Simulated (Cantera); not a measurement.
What does this Cantera script print?

```python
import numpy as np
import cantera as ct

gas_names = """
    H HO2 H2 H2O H2O2 O OH O2 O3 P PH PH3 PO PO2 P2 P4 P4O10
""".split()
cond_names = """
    H2O(s) H2O(L) P(cr) P(L) P4O10(s)
""".split()


# ... load() reads the species with a 1 bar reference pressure and builds the phases ...
atoms = {
    'PH3': {'P': 1, 'H': 3},
    'H2O': {'H': 2, 'O': 1},
    'H2': {'H': 2},
}
top_T = {'P4O10(s)': 690}  # K; cautious upper limits of use, not melting points


# ... equilibrate(T, P, feed) seeds the gas with the atoms and calls Mixture.equilibrate('TP', solver="vcs", rtol=1e-11, max_steps=5000) ...
results = []
feed = {'PH3': 1, 'H2O': 0.89, 'H2': 1.5}  # mol
T = 2248.15  # K
P = 150000  # Pa
mix = equilibrate(T, P, feed)
results.append((T, P, feed, dict(zip(mix.species_names, mix.species_moles))))
x = sorted(zip(gas.X, gas.species_names), reverse=True)
print(f"T = {T:g} K  P = {P:g} Pa  gas = {mix.phase_moles(0):.4g} mol")
print("   x: " + "  ".join(f"{s} {v:.3e}" for v, s in x if v > 1e-05))
print("   condensed (mol): " + ("  ".join(f"{mix.phase(i).name} {mix.phase_moles(i):.4g}"
      for i in range(1, mix.n_phases) if mix.phase_moles(i) > 1e-12) or "none"))
```

Output:

```
T = 2248.15 K  P = 150000 Pa  gas = 4.546 mol
   x: H2 7.304e-01  H2O 1.224e-01  P2 7.796e-02  PO 5.276e-02  PO2 1.022e-02  H 5.131e-03  P 4.927e-04  PH 4.253e-04  OH 1.289e-04  P4 3.233e-05  PH3 2.816e-05
   condensed (mol): none
```

Equilibrium computed with Cantera from the NASA thermochemical tables; the gas is ideal and each condensed phase is pure. Gases not in the tables: HPO2, HPO3 and P4O6.
